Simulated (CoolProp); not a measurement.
Vapour-liquid equilibrium of dimethyl ether (1) + n-butane (2) at 0.784 bar; x and y are mole fractions of (1).

Model: multi-fluid Helmholtz-energy mixture model, Wu 2011 and Bücker 2006; pair parameters Bell 2016, in CoolProp.

| x | bubble temperature, mixture model (°C) | bubble temperature, Raoult's law (°C) | y, mixture model | y, Raoult's law |
|---|---|---|---|---|
| 0.05 | -10.9 | -9.0 | 0.182 | 0.122 |
| 0.125 | -15.3 | -11.7 | 0.366 | 0.276 |
| 0.2 | -18.5 | -14.1 | 0.489 | 0.403 |
| 0.275 | -21.0 | -16.3 | 0.576 | 0.507 |
| 0.35 | -22.9 | -18.3 | 0.641 | 0.595 |
| 0.425 | -24.4 | -20.1 | 0.693 | 0.670 |
| 0.5 | -25.7 | -21.8 | 0.736 | 0.734 |
| 0.575 | -26.7 | -23.4 | 0.774 | 0.790 |
| 0.65 | -27.6 | -24.8 | 0.810 | 0.838 |
| 0.725 | -28.4 | -26.2 | 0.844 | 0.881 |
| 0.8 | -29.1 | -27.5 | 0.880 | 0.919 |
| 0.875 | -29.7 | -28.7 | 0.920 | 0.952 |
| 0.95 | -30.2 | -29.8 | 0.965 | 0.982 |

The largest gap from Raoult's law is -4.7 K in bubble temperature, at x = 0.275. No azeotrope shows between x = 0.05 and 0.95.

The pair parameters rest on a limited set of measurements; away from them the model extrapolates.
